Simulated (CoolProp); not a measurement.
Saturation properties of n-undecane (Tc = 638.8 K, pc = 1990 kPa, ω = 0.539).

The numbers come from the reference Helmholtz-energy equation of state, Aleksandrov 2011 in CoolProp. It is a short technical equation, of lower accuracy than the large ones.

```json
[
 {"T (K)": "494.6", "p (kPa)": "182.8", "enthalpy of vaporisation (kJ/kg)": "248.2", "liquid cp (kJ/(kg K))": "2.994", "vapour Z": "0.8965"},
 {"T (K)": "501.8", "p (kPa)": "213.0", "enthalpy of vaporisation (kJ/kg)": "243.2", "liquid cp (kJ/(kg K))": "3.026", "vapour Z": "0.8851"},
 {"T (K)": "509.1", "p (kPa)": "247.3", "enthalpy of vaporisation (kJ/kg)": "238.0", "liquid cp (kJ/(kg K))": "3.060", "vapour Z": "0.8726"},
 {"T (K)": "516.4", "p (kPa)": "285.9", "enthalpy of vaporisation (kJ/kg)": "232.6", "liquid cp (kJ/(kg K))": "3.094", "vapour Z": "0.8591"},
 {"T (K)": "523.7", "p (kPa)": "328.9", "enthalpy of vaporisation (kJ/kg)": "226.9", "liquid cp (kJ/(kg K))": "3.129", "vapour Z": "0.8447"},
 {"T (K)": "530.9", "p (kPa)": "376.1", "enthalpy of vaporisation (kJ/kg)": "221.2", "liquid cp (kJ/(kg K))": "3.164", "vapour Z": "0.8294"},
 {"T (K)": "538.2", "p (kPa)": "429.1", "enthalpy of vaporisation (kJ/kg)": "215.1", "liquid cp (kJ/(kg K))": "3.202", "vapour Z": "0.8128"},
 {"T (K)": "545.5", "p (kPa)": "487.7", "enthalpy of vaporisation (kJ/kg)": "208.7", "liquid cp (kJ/(kg K))": "3.242", "vapour Z": "0.7950"},
 {"T (K)": "552.7", "p (kPa)": "551.4", "enthalpy of vaporisation (kJ/kg)": "202.1", "liquid cp (kJ/(kg K))": "3.283", "vapour Z": "0.7761"},
 {"T (K)": "560", "p (kPa)": "622.4", "enthalpy of vaporisation (kJ/kg)": "195.0", "liquid cp (kJ/(kg K))": "3.328", "vapour Z": "0.7556"},
 {"T (K)": "567.3", "p (kPa)": "700.3", "enthalpy of vaporisation (kJ/kg)": "187.5", "liquid cp (kJ/(kg K))": "3.376", "vapour Z": "0.7335"},
 {"T (K)": "574.5", "p (kPa)": "784.5", "enthalpy of vaporisation (kJ/kg)": "179.6", "liquid cp (kJ/(kg K))": "3.430", "vapour Z": "0.7101"},
 {"T (K)": "581.8", "p (kPa)": "877.9", "enthalpy of vaporisation (kJ/kg)": "171.1", "liquid cp (kJ/(kg K))": "3.492", "vapour Z": "0.6843"}
]
```

It boils at 468.9 K under 1 atm.
